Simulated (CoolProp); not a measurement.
Vapour-liquid equilibrium of ethane (1) + n-pentane (2) at 0.0681 MPa; x and y are mole fractions of (1).

Computed with CoolProp (multi-fluid Helmholtz-energy mixture model, Bücker 2006 and Thol 2019; pair parameters Kunz 2012).

Question: Give the bubble temperature and the first vapour's composition at x = 0.05, 0.65, 0.75. Is there an azeotrope?

Answer: x = 0.05: 248.1 K, y = 0.902; x = 0.65: 184.2 K, y = 1.000; x = 0.75: 182.1 K, y = 1.000. No azeotrope shows between x = 0.05 and 0.95.

Pair parameters are fitted to limited data, so mixtures are less certain than the pure fluids.
